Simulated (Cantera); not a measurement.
Charge: 1 mol HBr, 0.19 mol H₂, 1.8 mol H₂O, held at 1650 K and 75.0 Torr.

Cantera equilibrium calculation (NASA polynomials, part measured and part estimated; ideal gas, pure solids and liquids). Candidate condensed phases: Br₂, H₂O; 12 gas species. Kinetics and transport are ignored.

Base state: H₂O 0.596, HBr 0.311, H₂ 0.0729, Br 0.0198, Br₂ 0.000103, H 7.76e-5, OH 2.86e-5 (mole fractions); condensed: gas only.

What changes in the equilibrium state with this change: H₂ from 0.19 to 1.9 mol?


| species | before | after |
|---|---|---|
| H₂ | 0.0729 | 0.406 |
| H₂O | 0.596 | 0.382 |
| HBr | 0.311 | 0.207 |
| Br | 0.0198 | 0.00558 |
| Br₂ | 0.000103 | 8.15e-6 |
| OH | 2.86e-5 | 7.78e-6 |
| H | 7.76e-5 | 0.000183 |
